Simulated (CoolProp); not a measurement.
Saturation properties of R115 (Tc = 353.1 K, pc = 3.129 MPa, ω = 0.248).

Computed with CoolProp (reference Helmholtz-energy equation of state, Lemmon 2016).

```csv
T (K),p (MPa),liquid density (kg/m³),liquid cp (kJ/(kg K))
184.8,0.005578,1709,0.8674
189.9,0.008190,1693,0.8725
195,0.01174,1677,[?]
200.1,[?],1660,0.8839
205.2,0.02267,1644,0.8902
210.2,0.03046,1627,0.8969
215.3,[?],1610,0.9041
220.4,0.05299,1593,0.9117
225.5,0.06837,1576,0.9198
```

Some entries are withheld; supply them.


- 195, liquid cp (kJ/(kg K)): 0.8780
- 200.1, p (MPa): 0.01648
- 215.3, p (MPa): 0.04048

It boils at 233.9 K under 1 atm.
